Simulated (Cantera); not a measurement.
Feed: 1 mol Si, 0.57 mol H₂O, 39 mol H₂, at 133 Pa.

These are equilibrium values from Cantera (NASA tables, ideal gas, pure condensed phases), not measurements of a reactor. Candidate condensed phases: H₂O, Si, SiO₂; 18 gas species. Gases not in the tables: Si₂H₆ and higher silanes. The numbers say what is thermodynamically allowed, not how fast it happens.

### Question
At 1900 °C, list the 4 most abundant gas species with their mole fractions, and the condensed phases.

### Answer
H₂ 0.855, H 0.122, SiO 0.0132, Si 0.00977. Condensed: gas only.
